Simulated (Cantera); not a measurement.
Feed: 1 mol C₂H₂, 1.6 mol CO₂, 16 mol N₂, at 100 Torr.

Cantera equilibrium calculation (NASA polynomials, part measured and part estimated; ideal gas, pure solids and liquids). Candidate condensed phases: C, C₆H₆, C₇H₈, C₈H₁₈, H₂O; 136 gas species. Equilibrium is a limit: real reactors are often held back by kinetics, nucleation or transport.

What share of the C ends up in condensed phases as a function of T (°C), at 502, 702, 902, 1102, 1302, 1502, 1702, 1902, 2102, 2302, 2502?


```json
[
 {"T (°C)": "502", "C condensed (%)": "46.7", "as": "C(graphite)"},
 {"T (°C)": "702", "C condensed (%)": "13.1", "as": "C(graphite)"},
 {"T (°C)": "902", "C condensed (%)": "11.2", "as": "C(graphite)"},
 {"T (°C)": "1102", "C condensed (%)": "11.1", "as": "C(graphite)"},
 {"T (°C)": "1302", "C condensed (%)": "10.9", "as": "C(graphite)"},
 {"T (°C)": "1502", "C condensed (%)": "10.5", "as": "C(graphite)"},
 {"T (°C)": "1702", "C condensed (%)": "9.5", "as": "C(graphite)"},
 {"T (°C)": "1902", "C condensed (%)": "7.8", "as": "C(graphite)"},
 {"T (°C)": "2102", "C condensed (%)": "5.1", "as": "C(graphite)"},
 {"T (°C)": "2302", "C condensed (%)": "1.5", "as": "C(graphite)"},
 {"T (°C)": "2502", "C condensed (%)": "0.0", "as": "-"}
]
```
